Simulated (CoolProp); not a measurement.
A simple Rankine cycle with isobutene: condensing at 331.15 K, boiler at 2.36 MPa, turbine inlet 388.9 K, turbine efficiency 0.6, pump efficiency 0.6, no recuperator. Each further row changes one setting.

Computed with CoolProp (reference Helmholtz-energy equation of state, Lemmon 2005). It is a short technical equation, of lower accuracy than the large ones.

```tsv
case	thermal efficiency (%)	net work (kJ/kg)	heat in (kJ/kg)	turbine exit temperature (K)	volume ratio over the turbine
as stated	6.2	23.2	374	347.3	3.84
turbine inlet 408.9 K	6.4	27.3	429	372.7	3.58
condensing temperature 323.15 K	(withheld)	28.0	394	342.2	(withheld)
boiler pressure 1.65 MPa	4.8	(withheld)	(withheld)	365.4	2.37
turbine efficiency 0.5	5.0	18.5	374	(withheld)	3.88
```

**Question.** Fill in the missing entries.

**Answer.** 
- condensing temperature 323.15 K, thermal efficiency (%): 7.1
- condensing temperature 323.15 K, volume ratio over the turbine: 4.72
- boiler pressure 1.65 MPa, net work (kJ/kg): 19.3
- boiler pressure 1.65 MPa, heat in (kJ/kg): 406
- turbine efficiency 0.5, turbine exit temperature (K): 349.6
